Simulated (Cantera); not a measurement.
Standard-state values (1 bar) from the NASA 1993 polynomials, evaluated with Cantera. Values are per mole of reaction as written; species without (g) are pure solids or liquids, kept so even where they would boil at 1 bar.

2 Cu(OH)₂ ⇌ H₂O₂(g) + H₂O(g) + Cu₂O

| T (K) | ΔH° (kJ) | ΔS° (J/K) | ΔG° (kJ) | log10 K |
|---|---|---|---|---|
| 300 | 351.8 | 298.6 | 262.2 | -45.66 |
| 648 | 333.9 | 259.0 | 166.0 | -13.38 |
| 698 | 331.1 | 255.0 | 153.2 | -11.46 |
| 748 | … | … | … | … |
| 798 | 325.6 | 247.6 | 128.0 | -8.38 |
| 848 | … | … | … | … |
| 898 | 320.0 | 240.9 | 103.6 | -6.03 |

Problem. Complete the blanks.

Solution. 
- 748, ΔH° (kJ): 328.4
- 748, ΔS° (J/K): 251.2
- 748, ΔG° (kJ): 140.5
- 748, log10 K: -9.81
- 848, ΔH° (kJ): 322.8
- 848, ΔS° (J/K): 244.2
- 848, ΔG° (kJ): 115.7
- 848, log10 K: -7.13
